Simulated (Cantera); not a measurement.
**Ignition delay**

Mixture: CH₄ : H₂ : O₂ : N₂ = 1 : 0.65 : 4.23 : 15.9 (molar parts), equivalence ratio 0.55, at 3800000 Pa, adiabatic and at constant volume. Ignition delay is the time to a rise of 400 K.

Detailed kinetics in Cantera: GRI-Mech 3.0 (53 species, 325 reactions). The pressure lies above the range GRI-Mech 3.0 was tuned for (to about 10 atm).

```
T0 (K)  delay (ms)
------  ----------
1000          8.34
1100          1.16
1200         0.226
1300        0.0597
1400        0.0215
1500       0.00986
1600       0.00520
1700       0.00299
```

The apparent activation energy between 1500 and 1700 K is 130 kJ/mol.
